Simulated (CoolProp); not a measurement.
Vapour-liquid equilibrium of n-heptane (1) + o-xylene (2) at 842 kPa; x and y are mole fractions of (1).

The numbers come from the multi-fluid Helmholtz-energy mixture model, Span 2003 and Zhou 2012; pair parameters Bell 2016 in CoolProp.

Give the bubble temperature and the first vapour's composition at x = 0.05, 0.35, 0.65. Is there an azeotrope?

x = 0.05: 242.0 °C, y = 0.109; x = 0.35: 219.3 °C, y = 0.540; x = 0.65: 204.5 °C, y = 0.787. No azeotrope shows between x = 0.05 and 0.95.

Pair parameters are fitted to limited data, so mixtures are less certain than the pure fluids.
